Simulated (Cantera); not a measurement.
Standard-state values (1 bar) from the NASA 1993 polynomials, evaluated with Cantera. Values are per mole of reaction as written; species without (g) are pure solids or liquids, kept so even where they would boil at 1 bar.

2 V + 10 OH(g) ⇌ 5 H2O(g) + V2O5

```
T (K)  ΔH° (kJ)  ΔS° (J/K)  ΔG° (kJ)  log10 K  condensed phases
-----  --------  ---------  --------  -------  ----------------
300     -3153.3     -820.8   -2907.0   506.15     V(s), V2O5(s)
1400    -3077.1     -751.5   -2024.9    75.55     V(s), V2O5(l)
1500          ?          ?         ?        ?     V(s), V2O5(l)
1600    -3071.5     -747.8   -1875.0    61.21     V(s), V2O5(l)
1700    -3068.9     -746.2   -1800.3    55.32     V(s), V2O5(l)
1800    -3066.4     -744.8   -1725.8    50.08     V(s), V2O5(l)
1900    -3064.1     -743.5   -1651.3    45.40     V(s), V2O5(l)
2000          ?          ?         ?        ?     V(s), V2O5(l)
```

Question: Fill in the missing entries.

Answer: 
- 1500, ΔH° (kJ): -3074.2
- 1500, ΔS° (J/K): -749.6
- 1500, ΔG° (kJ): -1949.9
- 1500, log10 K: 67.90
- 2000, ΔH° (kJ): -3061.9
- 2000, ΔS° (J/K): -742.4
- 2000, ΔG° (kJ): -1577.0
- 2000, log10 K: 41.19
